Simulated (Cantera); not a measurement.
An isothermal, constant-pressure homogeneous reactor starts with 27.0 % N₂O, 73.0 % O₂, at 1375 K and 750 Torr.

Model: GRI-Mech 3.0 (53 species, 325 reactions), integrated in Cantera. GRI-Mech 3.0 was tuned for natural gas; its chemistry of N2O as a main component is partial and can be far from experiment. The mechanism lacks the step 2 NO + O2 → 2 NO2, which can matter for NO2 below about 1400 K. The temperature is held fixed by assumption; the heat of reaction is taken as removed at once.

Problem. Predict: x(N₂O) at 5.00 s; x(O₂) at 5.00 s; x(O) at 5.00 s; x(NO₂) at 5.00 s; x(N₂) at 5.00 s; x(NO) at 5.00 s.

Solution. 
```
Item                                                Result
----------------  ----------------------------------------
x(N₂O) at 5.00 s   3.49e-7 (gas-phase equilibrium 2.33e-8)
x(O₂) at 5.00 s        0.745 (gas-phase equilibrium 0.762)
x(O) at 5.00 s     5.53e-7 (gas-phase equilibrium 5.59e-7)
x(NO₂) at 5.00 s  0.000510 (gas-phase equilibrium 1.02e-5)
x(N₂) at 5.00 s        0.221 (gas-phase equilibrium 0.238)
x(NO) at 5.00 s    0.0335 (gas-phase equilibrium 0.000660)
```
